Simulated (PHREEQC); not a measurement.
Consider water at 80 °C with 0.0612 mol/kgw HCl, 0.002 mol/kgw CuSO4 and 0.0092 mol/kgw Na2SO4. Closed to the air; pH follows from the charge balance.

Computed with PHREEQC (ion-association model, wateq4f.dat).

No solid was allowed to form.

**Question.** Order these Cu species by the share of Cu that they hold, largest first: CuCl2, CuCl+, Cu+2, CuSO4.

**Answer.** Cu+2 (59 %), CuCl+ (37 %), CuSO4 (2.9 %), CuCl2 (1.1 %)

The pH is 1.38 and the ionic strength 0.0752 mol/kgw. Away from 25 °C the constants follow the database's enthalpies or fits; those with neither stay at their 25 °C values.
